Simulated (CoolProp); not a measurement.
Properties of R404A at several states (Tc = 345.3 K, pc = 3.735 MPa, ω = 0.293).

Computed with CoolProp (reference Helmholtz-energy equation of state, Lemmon 2003). It is a pseudo-pure fit of the blend.

```tsv
T (K)	p (MPa)	phase	density (kg/m³)	cv (kJ/(kg K))	isothermal compressibility (1/MPa)	Prandtl number
418.1	3.4	gas	115.7	1.019	0.3589	0.895
432.4	2.71	gas	83.62	1.025	0.4202	0.851
230.8	2.47	liquid	1301	0.8265	0.002267	4.35
297.4	0.155	gas	6.282	0.7871	6.628	0.800
274.6	0.119	gas	5.227	0.7467	8.639	0.813
```

Viscosity comes from a separate model (Geller 2000). Thermal conductivity comes from a separate model (Geller 2001).
